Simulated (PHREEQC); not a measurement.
Consider water at 60 °C with 0.037 mol/kgw CdI2. Closed to the air; pH follows from the charge balance.

Equilibrium calculation in PHREEQC: ion-association model, wateq4f.dat.

Each row changes one thing in this solution. Precipitation was switched off in this run.

```csv
case,pH,ionic strength (mol/kgw)
as made,5.68,0.0438
CdI2 from 0.037 to 0.185 mol/kgw,___,0.109
CdI2 replaced by ZnI2 at the same molality,___,0.111
CdI2 replaced by CdSO4 at the same molality,___,0.0757
CdI2 from 0.037 to 0.0037 mol/kgw,___,0.00861
```

Q: What belongs in the gaps?

A: 
- CdI2 from 0.037 to 0.185 mol/kgw, pH: 5.58
- CdI2 replaced by ZnI2 at the same molality, pH: 4.88
- CdI2 replaced by CdSO4 at the same molality, pH: 5.76
- CdI2 from 0.037 to 0.0037 mol/kgw, pH: 5.90

At this temperature some constants are extrapolated from 25 °C, and those without enthalpy data are left unchanged.
